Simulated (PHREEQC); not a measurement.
A solution holds 180 mmol/kgw HF, 85 mmol/kgw CsF and 87 mmol/kgw H2SO4, at 75 °C. Closed to the air; pH follows from the charge balance.

The numbers come from PHREEQC with the ion-association model, wateq4f.dat.

No solid was allowed to form.

Task: Order these F species by the share of F that they hold, largest first: F-, HF2-, H2F2, HF.

Result: HF (83 %), H2F2 (14 %), HF2- (2.5 %), F- (1.3 %)

The pH is 1.64 and the ionic strength 0.134 mol/kgw. wateq4f.dat counts part of the HF as a dimer, H2F2, which phreeqc.dat doesn't know; its constant is uncertain. Away from 25 °C the constants follow the database's enthalpies or fits; those with neither stay at their 25 °C values.
